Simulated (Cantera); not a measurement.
What does this Cantera script print?

```python
import numpy as np
import cantera as ct

gas_names = """
    F F2 H HF H2 H2F2 H3F3 H4F4 H5F5 H6F6 H7F7 Si SiF SiF2 SiF3 SiF4 SiH SiHF3 SiH2 SiH2F2 SiH3 SiH3F
    SiH4 Si2 Si3
""".split()
cond_names = """
    Si(cr) Si(L)
""".split()


# ... load() reads the species with a 1 bar reference pressure and builds the phases ...
atoms = {
    'Si': {'Si': 1},
    'HF': {'H': 1, 'F': 1},
    'H2': {'H': 2},
}
top_T = {}  # K; cautious upper limits of use, not melting points


# ... equilibrate(T, P, feed) seeds the gas with the atoms and calls Mixture.equilibrate('TP', solver="vcs", rtol=1e-11, max_steps=5000) ...
results = []
feed = {'Si': 1, 'HF': 12, 'H2': 10}  # mol
T = 1023  # K
P = 1333.22  # Pa
mix = equilibrate(T, P, feed)
results.append((T, P, feed, dict(zip(mix.species_names, mix.species_moles))))
x = sorted(zip(gas.X, gas.species_names), reverse=True)
print(f"T = {T:g} K  P = {P:g} Pa  gas = {mix.phase_moles(0):.4g} mol")
print("   x: " + "  ".join(f"{s} {v:.3e}" for v, s in x if v > 1e-06))
print("   condensed (mol): " + ("  ".join(f"{mix.phase(i).name} {mix.phase_moles(i):.4g}"
      for i in range(1, mix.n_phases) if mix.phase_moles(i) > 1e-12) or "none"))
```

Result:

```
T = 1023 K  P = 1333.22 Pa  gas = 21 mol
   x: H2 5.714e-01  HF 3.810e-01  SiF4 4.762e-02
   condensed (mol): none
```

These are equilibrium values from Cantera (NASA tables, ideal gas, pure condensed phases), not measurements of a reactor.
